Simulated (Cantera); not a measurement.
An adiabatic, constant-pressure homogeneous reactor starts with CH₄ : O₂ : N₂ : CO₂ = 1 : 2.86 : 10.7 : 0.93 (molar parts), equivalence ratio 0.70, at 1125 K and 1.80 bar. Integrator tolerance rtol = 1e-08.

Cantera simulation using GRI-Mech 3.0 (53 species, 325 reactions); the numbers are that mechanism's predictions, not measurements.

What does this change do: initial temperature 1125 to 1200 K?


| quantity | before | after |
|---|---|---|
| time of steepest temperature rise | 72.1 ms | 24.7 ms |
| temperature at 0.300 s | 2325 K | 2372 K |
| equilibrium temperature | 2325 K | 2372 K |
| x(CH₄) at 0.300 s | <1e-12 (gas-phase equilibrium <1e-12) | <1e-12 (gas-phase equilibrium <1e-12) |
| x(O₂) at 0.300 s | 0.0527 (gas-phase equilibrium 0.0527) | 0.0528 (gas-phase equilibrium 0.0528) |
| x(CO₂) at 0.300 s | 0.119 (gas-phase equilibrium 0.119) | 0.117 (gas-phase equilibrium 0.117) |
| x(H₂O₂) at 0.300 s | 1.81e-7 (gas-phase equilibrium 1.81e-7) | 2.01e-7 (gas-phase equilibrium 2.01e-7) |
| x(OH) at 0.300 s | 0.00549 (gas-phase equilibrium 0.00549) | 0.00647 (gas-phase equilibrium 0.00647) |
| x(C₂H₆) at 0.300 s | <1e-12 (gas-phase equilibrium <1e-12) | <1e-12 (gas-phase equilibrium <1e-12) |
